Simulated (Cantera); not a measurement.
Feed: 1 mol Fe₃O₄, 1.3 mol HCl, 0.99 mol H₂, at 802 °C and 0.180 bar.

Method: chemical equilibrium by Gibbs-energy minimisation in Cantera with the NASA 1993 tables (ideal gas, pure condensed phases). Candidate condensed phases: Fe, FeCl₂, FeCl₃, FeO, Fe(OH)₂, Fe(OH)₃, Fe₂O₃, Fe₃O₄, H₂O; 22 gas species. Mutual solubility and eutectic melting of coexisting phases are not modelled. The tables' stoichiometric FeO is somewhat more stable than real wüstite, so its field is too wide. FeO: taken at fixed stoichiometry. Rates play no part.

Base state: HCl 0.505, H₂O 0.438, FeCl₂ 0.0304, H₂ 0.0262, Fe₂Cl₄ 0.000572, FeCl₃ 5.37e-5 (mole fractions); condensed: FeO(s) + Fe₃O₄(s).

Q: What changes in the equilibrium state with this change: temperature from 802 °C to 1300 °C?

A: 
```json
[
 {"species": "H₂O", "before": "0.438", "after": "0.523"},
 {"species": "HCl", "before": "0.505", "after": "0.369"},
 {"species": "FeCl₂", "before": "0.0304", "after": "0.0990"},
 {"species": "H₂", "before": "0.0262", "after": "0.00895"},
 {"species": "OH", "before": "<1e-9", "after": "1.91e-5"},
 {"species": "Cl", "before": "9.75e-8", "after": "0.000297"},
 {"species": "Fe(OH)₂", "before": "2.25e-8", "after": "1.58e-5"},
 {"species": "Fe₂Cl₄", "before": "0.000572", "after": "4.14e-5"},
 {"species": "FeO(s), mol", "before": "2.72", "after": "2.68"},
 {"species": "Fe₃O₄(s), mol", "before": "0.0699", "after": "0.0300"}
]
```
